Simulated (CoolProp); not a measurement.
Vapour-liquid equilibrium of n-heptane (1) + m-xylene (2) at 425.7 K; x and y are mole fractions of (1).

Values from CoolProp's multi-fluid Helmholtz-energy mixture model, Span 2003 and Zhou 2012; pair parameters Bell 2016.

Give the bubble pressure and the first vapour's composition at x = 0.05, 0.425, 0.95. Is there an azeotrope?

x = 0.05: 0.1604 MPa, y = 0.143; x = 0.425: 0.2627 MPa, y = 0.653; x = 0.95: 0.3830 MPa, y = 0.975. No azeotrope shows between x = 0.05 and 0.95.

The pair parameters rest on a limited set of measurements; away from them the model extrapolates.
